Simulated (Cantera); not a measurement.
**Ignition delay**

Mixture: 6.28 % CH4, 19.6 % O2, 74.1 % N2, equivalence ratio 0.64, at 39.5 atm, adiabatic and at constant volume. Ignition delay is the time to a rise of 400 K.

Model: GRI-Mech 3.0 (53 species, 325 reactions), integrated in Cantera. The pressure lies above the range GRI-Mech 3.0 was tuned for (to about 10 atm).

| T0 (K) | delay (ms) |
|---|---|
| 1123 | 2.49 |
| 1198 | 0.910 |
| 1273 | 0.377 |
| 1348 | 0.171 |
| 1423 | 0.0838 |

```yaml
apparent activation energy between 1273 and 1423 K: 150 kJ/mol
```
